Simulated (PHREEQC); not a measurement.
Make-up at 25 °C: 0.11 mol NH4HS and 0.0025 mol HCl per kg of water. Closed to the air; pH follows from the charge balance.

Model: ion-association model, phreeqc.dat, run in PHREEQC.

```csv
quantity,before,after
pH,7.99,6.99
ionic strength (mol/kgw),0.106,0.110
HS- (mol/kgw),0.103,0.0661
H2S (mol/kgw),0.00678,0.0439
NH3 (mol/kgw),0.00428,0.000434
```

**Question.** What was changed between the two runs?
A) 0.041 mol/kgw HBr added
B) diluted 100-fold with water
C) HCl from 0.0025 to 0.025 mol/kgw

**Answer.** A, 0.041 mol/kgw HBr added

No solid was allowed to form.
